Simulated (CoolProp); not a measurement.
CF4 (R14) at 298.15 K and 0.327 MPa flows at 0.94 m/s in a round tube of 1 mm bore and 45 µm roughness, fully developed (64/Re and Nu = 3.66 if laminar; Colebrook and Gnielinski if turbulent). Each further row changes one setting.

Model: reference Helmholtz-energy equation of state, Platzer 1990, in CoolProp. This equation is an older, rougher fit.

```
case               Reynolds number  Darcy friction factor  pressure drop (Pa/m)  heat-transfer coefficient (W/(m² K))  mass flow (kg/h)
-----------------  ---------------  ---------------------  --------------------  ------------------------------------  ----------------
as stated                      636             (withheld)                   522                                  58.9        (withheld)
velocity 1.88 m/s             1270                 0.0503            (withheld)                                  58.9            0.0625
diameter 2 mm                 1270                 0.0503            (withheld)                            (withheld)             0.125
```

Question: Some entries are withheld; supply them.

Answer: 
- as stated, Darcy friction factor: 0.101
- as stated, mass flow (kg/h): 0.0312
- velocity 1.88 m/s, pressure drop (Pa/m): 1040
- diameter 2 mm, pressure drop (Pa/m): 131
- diameter 2 mm, heat-transfer coefficient (W/(m² K)): 29.5

Viscosity comes from a separate model (Huber 2003), an estimate that may be off by 10 % or more. Thermal conductivity comes from a separate model (Huber 2003), an estimate that may be off by 10 % or more.
